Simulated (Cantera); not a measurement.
**Transport properties of process gases**

Gas mixture: 38.1 % C₂H₂, 8.99 % C₂H₄, 16.4 % NH₃, 36.5 % CO₂, at 20.0 Torr, frozen composition.

Cantera's kinetic-theory transport with the Lennard-Jones parameters of GRI-Mech 3.0, ideal gas; thermal conductivity in the multicomponent form. Polar gases are described roughly by these parameters. The composition is frozen, though it would react at the higher temperatures.

```json
[
 {"T (K)": "400", "ρ (kg/m³)": "0.0251", "cp (J/kg/K)": "1447", "μ (µPa s)": "16.2", "λ (mW/m/K)": "32.6", "Pr": "0.720", "D (cm²/s) C₂H₂": "8.70", "D (cm²/s) NH₃": "10.8", "D (cm²/s) OH": "16.7"},
 {"T (K)": "650", "ρ (kg/m³)": "0.0154", "cp (J/kg/K)": "1751", "μ (µPa s)": "24.5", "λ (mW/m/K)": "59.7", "Pr": "0.719", "D (cm²/s) C₂H₂": "21.2", "D (cm²/s) NH₃": "27.4", "D (cm²/s) OH": "38.9"},
 {"T (K)": "900", "ρ (kg/m³)": "0.0112", "cp (J/kg/K)": "1956", "μ (µPa s)": "31.5", "λ (mW/m/K)": "85.9", "Pr": "0.717", "D (cm²/s) C₂H₂": "37.7", "D (cm²/s) NH₃": "49.5", "D (cm²/s) OH": "67.7"},
 {"T (K)": "1150", "ρ (kg/m³)": "0.00873", "cp (J/kg/K)": "2114", "μ (µPa s)": "37.6", "λ (mW/m/K)": "111", "Pr": "0.715", "D (cm²/s) C₂H₂": "57.6", "D (cm²/s) NH₃": "76.5", "D (cm²/s) OH": "102"},
 {"T (K)": "1400", "ρ (kg/m³)": "0.00717", "cp (J/kg/K)": "2232", "μ (µPa s)": "43.2", "λ (mW/m/K)": "135", "Pr": "0.713", "D (cm²/s) C₂H₂": "80.5", "D (cm²/s) NH₃": "108", "D (cm²/s) OH": "142"},
 {"T (K)": "1650", "ρ (kg/m³)": "0.00608", "cp (J/kg/K)": "2321", "μ (µPa s)": "48.3", "λ (mW/m/K)": "158", "Pr": "0.711", "D (cm²/s) C₂H₂": "106", "D (cm²/s) NH₃": "143", "D (cm²/s) OH": "187"},
 {"T (K)": "1900", "ρ (kg/m³)": "0.00528", "cp (J/kg/K)": "2389", "μ (µPa s)": "53.2", "λ (mW/m/K)": "179", "Pr": "0.709", "D (cm²/s) C₂H₂": "135", "D (cm²/s) NH₃": "181", "D (cm²/s) OH": "236"},
 {"T (K)": "2150", "ρ (kg/m³)": "0.00467", "cp (J/kg/K)": "2441", "μ (µPa s)": "57.7", "λ (mW/m/K)": "199", "Pr": "0.708", "D (cm²/s) C₂H₂": "166", "D (cm²/s) NH₃": "224", "D (cm²/s) OH": "290"}
]
```
D: mixture-averaged diffusion coefficient of that species in the mixture.
